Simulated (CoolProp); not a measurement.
Fluorine at 140.6 K and 2.26 MPa is throttled through a valve to 0.692 MPa with no heat exchange. Each further row changes one setting.

The numbers come from the reference Helmholtz-energy equation of state, de Reuck 1990 in CoolProp.

```json
[
 {"case": "as stated", "temperature change (K)": "-14.7", "final density (kg/m³)": "27.0"},
 {"case": "outlet pressure 0.208 MPa", "temperature change (K)": "-20.1", "final density (kg/m³)": "8.08"},
 {"case": "outlet pressure 0.9 MPa", "temperature change (K)": "-12.5", "final density (kg/m³)": "35.2"}
]
```
